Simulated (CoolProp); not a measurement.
Vapour-liquid equilibrium of toluene (1) + n-octane (2) at 0.272 MPa; x and y are mole fractions of (1).

Values from CoolProp's multi-fluid Helmholtz-energy mixture model, Lemmon 2006 and Beckmüller 2019; pair parameters Bell 2016.

**Question.** Give the bubble temperature and the first vapour's composition at x = 0.05, 0.125, 0.65. Is there an azeotrope?

**Answer.** x = 0.05: 163.9 °C, y = 0.078; x = 0.125: 161.8 °C, y = 0.184; x = 0.65: 152.1 °C, y = 0.709. No azeotrope shows between x = 0.05 and 0.95.

The pair parameters rest on a limited set of measurements; away from them the model extrapolates.
